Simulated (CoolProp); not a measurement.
Propylene at 298.15 K and 0.265 MPa is throttled through a valve to 0.0895 MPa with no heat exchange. Each further row changes one setting.

Computed with CoolProp (reference Helmholtz-energy equation of state, Lemmon 2013).

| case | temperature change (K) | final density (kg/m³) |
|---|---|---|
| as stated | (withheld) | (withheld) |
| outlet pressure 0.0268 MPa | (withheld) | 0.463 |
| outlet pressure 0.116 MPa | (withheld) | (withheld) |

Task: Fill in the missing entries.

Result: 
- as stated, temperature change (K): -3.1
- as stated, final density (kg/m³): 1.56
- outlet pressure 0.0268 MPa, temperature change (K): -4.2
- outlet pressure 0.116 MPa, temperature change (K): -2.6
- outlet pressure 0.116 MPa, final density (kg/m³): 2.02
